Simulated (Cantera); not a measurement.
An adiabatic, constant-pressure homogeneous reactor starts with CO : H2 : CH4 : O2 : N2 = 1 : 0.53 : 0.032 : 1.38 : 9.81 (molar parts), equivalence ratio 0.60, at 1450 K and 5780 Torr. Integrator tolerance rtol = 1e-08.

Model: GRI-Mech 3.0 (53 species, 325 reactions), integrated in Cantera.

Problem. What does this change do: 0.61 parts CO2 added?

Solution. 
| quantity | before | after |
|---|---|---|
| time of steepest temperature rise | 6.25 µs | 6.67 µs |
| temperature at 0.800 s | 2347 K | 2286 K |
| equilibrium temperature | 2347 K | 2286 K |
| x(CO) at 0.800 s | 0.00229 (gas-phase equilibrium 0.00229) | 0.00243 (gas-phase equilibrium 0.00243) |
| x(H2) at 0.800 s | 0.000229 (gas-phase equilibrium 0.000229) | 0.000158 (gas-phase equilibrium 0.000158) |
| x(CH4) at 0.800 s | <1e-12 (gas-phase equilibrium <1e-12) | <1e-12 (gas-phase equilibrium <1e-12) |
| x(CH2O) at 0.800 s | 1.61e-12 (gas-phase equilibrium 1.61e-12) | 1.19e-12 (gas-phase equilibrium 1.19e-12) |
| x(O2) at 0.800 s | 0.0423 (gas-phase equilibrium 0.0423) | 0.0410 (gas-phase equilibrium 0.0410) |
